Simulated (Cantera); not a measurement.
Cantera run:

```python
import numpy as np
import cantera as ct

gas_names = """
    CL CLO CL2 Cs CsCL CsO Cs2 Cs2CL2 Cs2O N NO NO2 NO3 N2 N2O O O2 O3
""".split()
cond_names = """
    Cs(cr) Cs(L) CsCL(a) CsCL(b) CsCL(L)
""".split()


# ... load() reads the species with a 1 bar reference pressure and builds the phases ...
atoms = {
    'CsCl': {'Cs': 1, 'CL': 1},
    'O2': {'O': 2},
    'N2': {'N': 2},
}
top_T = {}  # K; cautious upper limits of use, not melting points


# ... equilibrate(T, P, feed) seeds the gas with the atoms and calls Mixture.equilibrate('TP', solver="vcs", rtol=1e-11, max_steps=5000) ...
results = []
feed = {'CsCl': 1, 'O2': 1, 'N2': 91}  # mol
T = 2223.15  # K
for P in [0.1, 1.6, 25, 400, 6300, 100000]:
    mix = equilibrate(T, P, feed)
    results.append((T, P, feed, dict(zip(mix.species_names, mix.species_moles))))
    x = sorted(zip(gas.X, gas.species_names), reverse=True)
    print(f"T = {T:g} K  P = {P:g} Pa  gas = {mix.phase_moles(0):.4g} mol")
    print("   x: " + "  ".join(f"{s} {v:.3e}" for v, s in x if v > 1e-06))
    print("   condensed (mol): " + ("  ".join(f"{mix.phase(i).name} {mix.phase_moles(i):.4g}"
          for i in range(1, mix.n_phases) if mix.phase_moles(i) > 1e-12) or "none"))
```

Output:

```
T = 2223.15 K  P = 0.1 Pa  gas = 94.98 mol
   x: N2 9.580e-01  O 2.076e-02  CL 1.049e-02  Cs 1.049e-02  NO 2.124e-04  O2 4.403e-05  CsCL 3.866e-05  N 1.604e-05
   condensed (mol): none
T = 2223.15 K  P = 1.6 Pa  gas = 94.85 mol
   x: N2 9.590e-01  O 1.911e-02  CL 9.982e-03  Cs 9.982e-03  NO 7.824e-04  O2 5.971e-04  CsCL 5.602e-04  N 4.011e-06
   condensed (mol): none
T = 2223.15 K  P = 25 Pa  gas = 94.19 mol
   x: N2 9.651e-01  O 1.197e-02  CL 6.688e-03  Cs 6.687e-03  CsCL 3.929e-03  O2 3.660e-03  NO 1.943e-03  N 1.018e-06
   condensed (mol): none
T = 2223.15 K  P = 400 Pa  gas = 93.42 mol
   x: N2 9.727e-01  CsCL 8.276e-03  O2 7.229e-03  O 4.205e-03  NO 2.742e-03  CL 2.427e-03  Cs 2.426e-03  CsO 1.948e-06
   condensed (mol): none
T = 2223.15 K  P = 6300 Pa  gas = 93.12 mol
   x: N2 9.758e-01  CsCL 1.006e-02  O2 8.655e-03  NO 3.005e-03  O 1.159e-03  CL 6.753e-04  Cs 6.732e-04  CsO 2.347e-06
   condensed (mol): none
T = 2223.15 K  P = 100000 Pa  gas = 93.03 mol
   x: N2 9.766e-01  CsCL 1.057e-02  O2 9.060e-03  NO 3.076e-03  O 2.977e-04  CL 1.746e-04  Cs 1.724e-04  CsO 2.449e-06
   condensed (mol): none
```

Equilibrium computed with Cantera from the NASA thermochemical tables; the gas is ideal and each condensed phase is pure.
